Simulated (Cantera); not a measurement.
Ammonia decomposition in nitride growth gas

An isothermal, constant-pressure homogeneous reactor starts with NH3 : H2 : N2 = 1 : 5.4 : 0.2 (molar parts), at 1725 K and 0.109 atm.

Computed with Cantera and the gas-phase N/H chemistry of the illustrative SiF4/NH3 mechanism in the Surface Chemkin manual (1991). Walls and surfaces, which speed up NH3 decomposition in real reactors, are not modelled.

```json
[
 {"t (s)": "0.000100", "x NH3": "0.152", "x H2": "0.818", "x N2H2": "<1e-12", "x NH2": "3.61e-7", "x NH": "1.72e-11", "x N": "<1e-12", "x N2H4": "<1e-12"},
 {"t (s)": "0.000272", "x NH3": "0.152", "x H2": "0.818", "x N2H2": "9.43e-12", "x NH2": "9.77e-7", "x NH": "1.33e-10", "x N": "<1e-12", "x N2H4": "<1e-12"},
 {"t (s)": "0.000739", "x NH3": "0.152", "x H2": "0.818", "x N2H2": "8.17e-11", "x NH2": "2.65e-6", "x NH": "9.96e-10", "x N": "1.88e-12", "x N2H4": "4.78e-12"},
 {"t (s)": "0.00201", "x NH3": "0.152", "x H2": "0.818", "x N2H2": "6.68e-10", "x NH2": "7.20e-6", "x NH": "7.39e-9", "x N": "3.85e-11", "x N2H4": "3.57e-11"},
 {"t (s)": "0.00546", "x NH3": "0.151", "x H2": "0.818", "x N2H2": "5.58e-9", "x NH2": "1.95e-5", "x NH": "5.40e-8", "x N": "7.59e-10", "x N2H4": "2.61e-10"},
 {"t (s)": "0.0149", "x NH3": "0.151", "x H2": "0.818", "x N2H2": "4.58e-8", "x NH2": "4.97e-5", "x NH": "3.52e-7", "x N": "1.26e-8", "x N2H4": "1.70e-9"},
 {"t (s)": "0.0404", "x NH3": "0.151", "x H2": "0.818", "x N2H2": "1.49e-7", "x NH2": "8.21e-5", "x NH": "9.56e-7", "x N": "5.61e-8", "x N2H4": "4.64e-9"},
 {"t (s)": "0.110", "x NH3": "0.150", "x H2": "0.819", "x N2H2": "1.57e-7", "x NH2": "8.40e-5", "x NH": "1.01e-6", "x N": "6.10e-8", "x N2H4": "4.86e-9"},
 {"t (s)": "0.299", "x NH3": "0.147", "x H2": "0.820", "x N2H2": "1.54e-7", "x NH2": "8.30e-5", "x NH": "1.00e-6", "x N": "6.09e-8", "x N2H4": "4.74e-9"},
 {"t (s)": "0.812", "x NH3": "0.140", "x H2": "0.825", "x N2H2": "1.44e-7", "x NH2": "8.02e-5", "x NH": "9.84e-7", "x N": "6.08e-8", "x N2H4": "4.43e-9"},
 {"t (s)": "2.21", "x NH3": "0.123", "x H2": "0.835", "x N2H2": "1.21e-7", "x NH2": "7.33e-5", "x NH": "9.37e-7", "x N": "6.04e-8", "x N2H4": "3.70e-9"},
 {"t (s)": "6.00", "x NH3": "0.0885", "x H2": "0.855", "x N2H2": "7.84e-8", "x NH2": "5.82e-5", "x NH": "8.24e-7", "x N": "5.90e-8", "x N2H4": "2.33e-9"}
]
```
x: mole fraction; the columns are a selection and need not sum to one.

Equilibrium at this temperature and pressure: NH3 9.82e-7, H2 0.907, N2H2 <1e-12, NH2 1.49e-9, NH 4.94e-11, N 8.28e-12, N2H4 <1e-12 (gas phase only).
